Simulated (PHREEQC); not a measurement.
Brackish or sea water: speciation

A made-up water analysis in mg/kgw, 45 °C, pH 7.2, pe 8.8: Na 2520; K 450; Ca 0.125; Mg 25.5; Cl 4280; S(6) as SO4 10.4; Alkalinity as HCO3 62.9; Si as SiO2 3.48.

Valence states are taken as typed.

Model: ion-association model, wateq4f.dat, run in PHREEQC.

Each row changes one thing in this solution. No solid was allowed to form.

```json
[
 {"case": "as made", "CO2 (mol/kgw)": "9.01e-5", "MgHCO3+ (mol/kgw)": "5.17e-6", "MgSO4 (mol/kgw)": "4.02e-6", "NaCO3- (mol/kgw)": "3.95e-6", "CO3-2 (mol/kgw)": "2.17e-6", "MgCO3 (mol/kgw)": "3.70e-7", "SI of Quartz (SiO2)": "-0.52"},
 {"case": "Mg from 25.5 to 51 mg/kgw", "CO2 (mol/kgw)": "8.94e-5", "MgHCO3+ (mol/kgw)": "1.03e-5", "MgSO4 (mol/kgw)": "7.69e-6", "NaCO3- (mol/kgw)": "3.92e-6", "CO3-2 (mol/kgw)": "2.17e-6", "MgCO3 (mol/kgw)": "7.32e-7", "SI of Quartz (SiO2)": "-0.52"},
 {"case": "Si from 3.48 to 10.4 mg/kgw", "CO2 (mol/kgw)": "9.00e-5", "MgHCO3+ (mol/kgw)": "5.17e-6", "MgSO4 (mol/kgw)": "4.02e-6", "NaCO3- (mol/kgw)": "3.95e-6", "CO3-2 (mol/kgw)": "2.17e-6", "MgCO3 (mol/kgw)": "3.70e-7", "SI of Quartz (SiO2)": "-0.04"},
 {"case": "pH from 7.2 to 8.2 at the same alkalinity", "CO2 (mol/kgw)": "8.00e-6", "MgHCO3+ (mol/kgw)": "4.58e-6", "MgSO4 (mol/kgw)": "4.01e-6", "NaCO3- (mol/kgw)": "3.51e-5", "CO3-2 (mol/kgw)": "1.93e-5", "MgCO3 (mol/kgw)": "3.28e-6", "SI of Quartz (SiO2)": "-0.54"}
]
```

Species that the database lacks are ignored. At this temperature some constants are extrapolated from 25 °C, and those without enthalpy data are left unchanged.
